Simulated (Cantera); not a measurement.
A perfectly stirred reactor is fed with 15.4 % CH3OH, 17.7 % O2, 66.9 % N2, equivalence ratio 1.3, at 14.0 bar; it is adiabatic with a 700 K inlet, and is followed from long to short residence time, starting on the burning branch (τ in s: 0.15, 0.063, 0.027, 0.011, 0.0048, 0.002, 0.00087, 0.00037, 0.00016, 6.6e-05, 2.8e-05, 1.2e-05, 5.1e-06).

Model: GRI-Mech 3.0 (53 species, 325 reactions), integrated in Cantera. GRI-Mech 3.0 was tuned for natural gas; its chemistry of methanol as a main component is partial and can be far from experiment. The pressure lies above the range GRI-Mech 3.0 was tuned for (to about 10 atm).

Problem. Predict: blow-out, bracketed by the residence times tried; x(CH3OH) at τ = 0.150 s; x(O2) at τ = 0.150 s; x(CH2CO) at τ = 0.150 s; x(N2O) at τ = 0.150 s; x(NO) at τ = 0.150 s; x(CH3OH) at τ = 0.870 ms; x(O2) at τ = 0.870 ms; x(CH2CO) at τ = 0.870 ms; x(N2O) at τ = 0.870 ms; x(NO) at τ = 0.870 ms.

Solution. 
```json
{
 "blow_out_bracketed_by_the_residence_times_tried": "burning at 5.10 µs, the shortest tried",
 "x(CH3OH) at τ = 0.150 s": "1.09e-7",
 "x(O2) at τ = 0.150 s": "3.95e-5",
 "x(CH2CO) at τ = 0.150 s": "2.12e-9",
 "x(N2O) at τ = 0.150 s": "3.62e-8",
 "x(NO) at τ = 0.150 s": "0.000198",
 "x(CH3OH) at τ = 0.870 ms": "8.94e-6",
 "x(O2) at τ = 0.870 ms": "0.000561",
 "x(CH2CO) at τ = 0.870 ms": "9.49e-8",
 "x(N2O) at τ = 0.870 ms": "7.26e-8",
 "x(NO) at τ = 0.870 ms": "0.000188"
}
```
